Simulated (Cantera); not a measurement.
Input: 1 mol CCl₄, 0.78 mol CH₄, 0.076 mol H₂, equilibrated at 2450 °C and 13300 Pa.

Equilibrium computed with Cantera from the NASA thermochemical tables; the gas is ideal and each condensed phase is pure. Candidate condensed phases: C, C₆H₆, C₇H₈, C₈H₁₈; 91 gas species. Kinetics and transport are ignored.

Base state: HCl 0.598, Cl 0.309, H₂ 0.0518, H 0.0386, C₂H₂ (acetylene) 0.00133, Cl₂ 0.000397, C₂HCl 0.000244, C₂H 0.000109 (mole fractions); condensed: C(graphite).

Q: What changes in the equilibrium state with this change: temperature from 2450 °C to 3152 °C?

A: 
```
species             before     after
----------------  --------  --------
Cl                   0.309     0.480
H                   0.0386     0.273
HCl                  0.598     0.106
C₃                 8.93e-5    0.0631
C                  2.08e-5    0.0105
H₂                  0.0518    0.0403
C₄                 1.27e-7  0.000501
C₅                 6.49e-7   0.00231
C₂                 8.59e-6   0.00866
CH                 1.28e-6  0.000188
C₂H               0.000109   0.00939
C(graphite), mol      1.76         0
```
The tables' values for CCl are old estimates; treat these amounts as uncertain.
